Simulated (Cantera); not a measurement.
Feed: 1 mol BCl3, 0.1 mol H2O, 0.1 mol N2, at 825 °C and 8.90 mbar.

Equilibrium computed with Cantera from the NASA thermochemical tables; the gas is ideal and each condensed phase is pure. Candidate condensed phases: B, BN, B2O3, B3O3H3, H2O, NH4Cl; 49 gas species. The tables' values for BOCl are old estimates; treat these amounts as uncertain. Kinetics and transport are ignored.

Base state: BCl3 0.730, HCl 0.162, N2 0.0811, B3O3Cl3 0.0270, BOCl 4.62e-5, Cl 1.39e-5 (mole fractions); condensed: gas only.

### Question
What changes in the equilibrium state with this change: BCl3 replaced by B?

### Answer
```csv
species,before,after
H2,7.57e-6,0.999
B3O3H3,<1e-9,0.000619
HBO,<1e-9,9.09e-5
BCl3,0.730,0
HCl,0.162,0
N2,0.0811,<1e-9
B3O3Cl3,0.0270,0
BOCl,4.62e-5,0
Cl,1.39e-5,0
"B(s), mol",0,0.733
"BN(s), mol",0,0.200
"B2O3(l), mol",0,0.0333
```
N2 is the only nitrogen source here; it is nearly inert below about 1500 K, so the nitride shown seldom forms there in practice. Mutual solubility and eutectic melting of coexisting phases are not modelled.
